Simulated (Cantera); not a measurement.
# Thermal oxidation and active oxidation of silicon: Si + O2 + N2

A closed system holds: 1 mol Si, a varied amount of O2, 2.2 mol N2, at 1948 K and 0.000660 bar.

Cantera equilibrium calculation (NASA polynomials, part measured and part estimated; ideal gas, pure solids and liquids). Candidate condensed phases: Si, SiO2, Si2N2O, Si3N4; 16 gas species. The tables' values for SiN, SiO2 are old estimates; treat these amounts as uncertain. The tables hold silica as quartz up to 1696 K and as liquid above; real silica turns to tridymite and cristobalite and melts near 1996 K. Kinetics and transport are ignored.

From 0.013 mol O2 to 0.42 mol O2 the condensed part is Si(l). At 0.58 mol O2 the condensed part is SiO2(condensed). The main Si-bearing gas is Si at 0.013 mol O2 and SiO at 0.58 mol O2. The share of Si in condensed phases is highest at 0.013 mol O2 (88.9 %) and lowest at 0.42 mol O2 (4.4 %).

```tsv
n(O2) (mol)	log p N2	log p SiO	log p Si	log p Si2N	log p Si2	log p SiN	log p SiO2	log p Si3	n Si(l)	n SiO2(condensed)
0.013	-3.20	-5.13	-4.63	-6.62	-6.67	-6.76	<-15	-7.33	0.889	0
0.017	-3.20	-5.01	-4.63	-6.62	-6.67	-6.76	<-15	-7.33	0.880	0
0.024	-3.21	-4.87	-4.63	-6.63	-6.67	-6.77	<-15	-7.33	0.866	0
0.033	-3.21	-4.73	-4.63	-6.63	-6.67	-6.77	-15.05	-7.33	0.847	0
0.045	-3.21	-4.60	-4.63	-6.63	-6.67	-6.77	-14.79	-7.33	0.822	0
0.062	-3.22	-4.47	-4.63	-6.63	-6.67	-6.77	-14.53	-7.33	0.787	0
0.085	-3.23	-4.34	-4.63	-6.64	-6.67	-6.78	-14.27	-7.33	0.739	0
0.12	-3.24	-4.20	-4.63	-6.64	-6.67	-6.78	-14.00	-7.33	0.666	0
0.16	-3.26	-4.09	-4.63	-6.65	-6.67	-6.79	-13.77	-7.33	0.583	0
0.22	-3.28	-3.97	-4.63	-6.66	-6.67	-6.80	-13.54	-7.33	0.459	0
0.3	-3.30	-3.87	-4.63	-6.67	-6.67	-6.81	-13.32	-7.33	0.293	0
0.42	-3.34	-3.75	-4.63	-6.69	-6.67	-6.83	-13.10	-7.33	0.0437	0
0.58	-3.32	-3.74	-10.71	<-15	<-15	-12.90	-6.99	<-15	0	0.159
```
log p: log10 of the partial pressure in bar; n: condensed amount in mol.
